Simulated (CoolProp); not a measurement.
CHF3 (R23) at several states: fugacity coefficient from the reference equation and from simpler models built on Tc = 299.3 K, pc = 4832 kPa, ω = 0.263; each cubic takes its own stable root.

Computed with CoolProp (reference Helmholtz-energy equation of state, Penoncello 2003).

```csv
T (K),p (kPa),phase,reference
368,77.7,gas,0.9972
322.5,1850,gas,0.8956
364,4890,supercritical,0.8276
243.8,11700,liquid,0.09960
250,9750,liquid,0.1350
282.2,1550,gas,0.8603
```

Task: How far does each simpler model (van der Waals, Redlich-Kwong, Peng-Robinson) lie from the reference over these 6 states: mean and median of the absolute difference, and the worst?

Result: 
- van der Waals: mean 35.6 %, median 2.4 %, worst +116.8 % at 243.8 K and 11700 kPa
- Redlich-Kwong: mean 11.8 %, median 1.3 %, worst +36.8 % at 243.8 K and 11700 kPa
- Peng-Robinson: mean 1.3 %, median 0.9 %, worst +2.8 % at 243.8 K and 11700 kPa
